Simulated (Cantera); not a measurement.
A perfectly stirred reactor is fed with CO : H2 : CH4 : O2 : N2 : H2O = 1 : 0.45 : 0.3 : 1.1 : 4.31 : 0.54 (molar parts), at 0.450 bar; it is adiabatic with a 425 K inlet, and is followed from long to short residence time, starting on the burning branch (τ in s: 0.068, 0.025, 0.0091, 0.0033, 0.0012, 0.00044, 0.00016, 5.8e-05, 2.1e-05, 7.7e-06).

Detailed kinetics in Cantera: GRI-Mech 3.0 (53 species, 325 reactions).

**Question.** Predict: blow-out, bracketed by the residence times tried; x(CO) at τ = 68.0 ms; x(H2) at τ = 68.0 ms; x(CH4) at τ = 68.0 ms; x(H) at τ = 68.0 ms; x(CH2O) at τ = 68.0 ms; x(CO) at τ = 0.440 ms; x(H2) at τ = 0.440 ms; x(CH4) at τ = 0.440 ms; x(H) at τ = 0.440 ms; x(CH2O) at τ = 0.440 ms.

**Answer.** 
```json
{
  "blow_out_bracketed_by_the_residence_times_tried": "burning at 0.160 ms, out at 58.0 µs",
  "x(CO) at τ = 68.0 ms": "0.0534",
  "x(H2) at τ = 68.0 ms": "0.0165",
  "x(CH4) at τ = 68.0 ms": "3.18e-6",
  "x(H) at τ = 68.0 ms": "0.00294",
  "x(CH2O) at τ = 68.0 ms": "4.49e-7",
  "x(CO) at τ = 0.440 ms": "0.0725",
  "x(H2) at τ = 0.440 ms": "0.0269",
  "x(CH4) at τ = 0.440 ms": "0.000163",
  "x(H) at τ = 0.440 ms": "0.0247",
  "x(CH2O) at τ = 0.440 ms": "1.29e-5"
}
```
